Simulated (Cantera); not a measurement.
Input: 1 mol acetone, 0.034 mol H2O, 0.45 mol H2, held at 350 Pa.

Cantera equilibrium calculation (NASA polynomials, part measured and part estimated; ideal gas, pure solids and liquids). Candidate condensed phases: C, C6H6, C7H8, C8H18, H2O; 110 gas species. The feed counts by its element totals alone. Equilibrium is a limit: real reactors are often held back by kinetics, nucleation or transport.

Task: At 573 K, list the 5 most abundant gas species with their mole fractions, and the condensed phases.

Result: H2 0.512, H2O 0.257, CH4 0.189, CO2 0.0406, CO 0.00198. Condensed: C(graphite).
